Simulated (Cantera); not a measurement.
A closed system holds: 1 mol borazine, 2.8 mol N2, at 777 °C and 18000 Pa.

Cantera equilibrium calculation (NASA polynomials, part measured and part estimated; ideal gas, pure solids and liquids). Candidate condensed phases: B, BN; 15 gas species. The feed counts by its element totals alone. Rates play no part.

Base state: H2 0.517, N2 0.483, NH3 1.97e-5 (mole fractions); condensed: BN(s).

### Question
What changes in the equilibrium state with this change: borazine replaced by BCl3?

### Answer
| species | before | after |
|---|---|---|
| N2 | 0.483 | 0.737 |
| BCl3 | 0 | 0.263 |
| H2 | 0.517 | 0 |
| NH3 | 1.97e-5 | 0 |
| BN(s), mol | 3.00 | 0 |
N2 is the only nitrogen source here; it is nearly inert below about 1500 K, so the nitride shown seldom forms there in practice.
